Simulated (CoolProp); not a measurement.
Vapour-liquid equilibrium of carbon dioxide (1) + isopentane (2) at 254.8 K; x and y are mole fractions of (1).

Model: multi-fluid Helmholtz-energy mixture model, Span 1996 and Lemmon 2006; pair parameters Kunz 2012, in CoolProp.

```csv
x,bubble pressure (kPa),y at the bubble point,dew pressure at overall composition x (kPa),liquid density (mol/L)
0.05,179.5,0.918,15.38,9.341
0.15,498.9,0.970,17.20,9.878
0.25,776.7,0.981,19.50,10.52
0.35,998.4,0.985,22.51,11.30
0.45,1169,0.987,26.62,12.23
0.55,1306,0.989,32.55,13.36
0.65,1432,0.991,41.87,14.75
0.75,1568,0.992,58.66,16.48
0.85,1734,0.995,97.99,18.66
0.95,1946,0.998,297.4,21.51
```

No azeotrope shows between x = 0.05 and 0.95.

The pair parameters rest on a limited set of measurements; away from them the model extrapolates. The gap from Raoult's law changes sign with composition, which may be real or a fault of the pair parameters; it wasn't checked against measurements. With so large a gap from Raoult's law the liquid may split in two, which this calculation doesn't test in full.
